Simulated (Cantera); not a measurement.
# Calcination and drying: MgSO4 + C + O2

Charge: 1 mol MgSO4, 0.68 mol C, 0.14 mol O2, at 0.130 bar.

Method: chemical equilibrium by Gibbs-energy minimisation in Cantera with the NASA 1993 tables (ideal gas, pure condensed phases). Candidate condensed phases: C, Mg, MgCO3, MgO, MgS, MgSO4, S; 26 gas species. Gases not in the tables: S3 to S7. Equilibrium is a limit: real reactors are often held back by kinetics, nucleation or transport.

| T (°C) | x SO2 | x CO2 | x CO | x S2 | x SO | x S2O | x COS | n MgO(s) |
|---|---|---|---|---|---|---|---|---|
| 1002 | 0.581 | 0.401 | 0.00788 | 0.00928 | 0.000608 | 0.000722 | 0.000115 | 1.00 |
| 1052 | 0.581 | 0.397 | 0.0109 | 0.00847 | 0.000916 | 0.000666 | 0.000111 | 1.00 |
| 1102 | 0.582 | 0.393 | 0.0146 | 0.00750 | 0.00133 | 0.000600 | 0.000104 | 1.00 |
| 1152 | 0.584 | 0.389 | 0.0188 | 0.00636 | 0.00185 | 0.000525 | 9.45e-5 | 1.00 |
| 1202 | 0.585 | 0.384 | 0.0234 | 0.00512 | 0.00248 | 0.000441 | 8.19e-5 | 1.00 |
| 1252 | 0.586 | 0.378 | 0.0280 | 0.00384 | 0.00320 | 0.000353 | 6.73e-5 | 1.00 |
| 1302 | 0.587 | 0.374 | 0.0323 | 0.00264 | 0.00395 | 0.000264 | 5.17e-5 | 1.00 |
| 1352 | 0.588 | 0.370 | 0.0358 | 0.00164 | 0.00467 | 0.000183 | 3.69e-5 | 1.00 |
| 1402 | 0.588 | 0.367 | 0.0382 | 0.000922 | 0.00528 | 0.000118 | 2.44e-5 | 1.00 |
| 1452 | 0.589 | 0.365 | 0.0397 | 0.000478 | 0.00577 | 7.13e-5 | 1.52e-5 | 1.00 |
| 1502 | 0.589 | 0.364 | 0.0404 | 0.000238 | 0.00615 | 4.19e-5 | 9.22e-6 | 1.00 |
x: gas mole fraction; n: condensed amount in mol.

From 1002 °C to 1502 °C the condensed part is MgO(s).
